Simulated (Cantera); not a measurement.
Charge: 1 mol CH3SiCl3, 0.043 mol C2H4, a varied amount of H2, equilibrated at 2125 °C and 0.0100 bar.

Cantera equilibrium calculation (NASA polynomials, part measured and part estimated; ideal gas, pure solids and liquids). Candidate condensed phases: C, C6H6, C7H8, C8H18, Si, SiC; 109 gas species. The feed counts by its element totals alone. The tables' values for SiCl are old estimates; treat these amounts as uncertain. Gases not in the tables: Si2H6 and higher silanes. Rates play no part.

log p: log10 of the partial pressure in bar; n: condensed amount in mol.

| n(H2) (mol) | log p H2 | log p H | log p HCl | log p Si | log p Cl | n C(graphite) |
|---|---|---|---|---|---|---|
| 41 | -2.11 | -2.86 | -3.27 | -3.82 | -4.17 | 0.247 |
| 58 | -2.10 | -2.85 | -3.41 | -3.95 | -4.31 | 0.0249 |
| 81 | -2.09 | -2.85 | -3.54 | -4.06 | -4.44 | 0 |
| 110 | -2.09 | -2.85 | -3.67 | -4.17 | -4.57 | 0 |
| 160 | -2.08 | -2.84 | -3.82 | -4.31 | -4.73 | 0 |
| 230 | -2.08 | -2.84 | ? | ? | ? | 0 |
| 320 | -2.07 | -2.84 | -4.12 | -4.58 | -5.03 | 0 |
| 440 | -2.07 | -2.84 | -4.25 | -4.71 | -5.17 | 0 |
| 620 | -2.07 | -2.84 | ? | ? | ? | 0 |
| 880 | -2.07 | -2.84 | -4.55 | -5.00 | -5.47 | 0 |
| 1200 | -2.07 | -2.84 | -4.69 | -5.13 | -5.60 | 0 |

Question: Complete the blanks.

Answer: 
- 620, log p HCl: -4.40
- 620, log p Si: -4.85
- 620, log p Cl: -5.31
- 230, log p HCl: -3.98
- 230, log p Si: -4.45
- 230, log p Cl: -4.89
